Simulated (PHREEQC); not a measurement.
Solution (25 °C): 0.25 mol/kgw HF, 0.0012 mol/kgw H2SiF6, 0.0009 mol/kgw H3BO3 and 0.05 mol/kgw HCl. Closed to the air; pH follows from the charge balance.

Computed with PHREEQC (ion-association model, wateq4f.dat).

No solid was allowed to form.

### Question
Order these F species by the share of F that they hold, largest first: SiF6-2, HF2-, BF4-, HF, H2F2.

### Answer
HF (54 %), H2F2 (40 %), SiF6-2 (2.8 %), BF4- (1.4 %), HF2- (1.0 %)

The pH is 1.32 and the ionic strength 0.0582 mol/kgw. Complexes and solids missing from the database can't appear. wateq4f.dat counts part of the HF as a dimer, H2F2, which phreeqc.dat doesn't know; its constant is uncertain. SiF6-2 is the database's only silicon fluoride. Real BF4- forms and hydrolyses slowly; the run takes it at equilibrium.
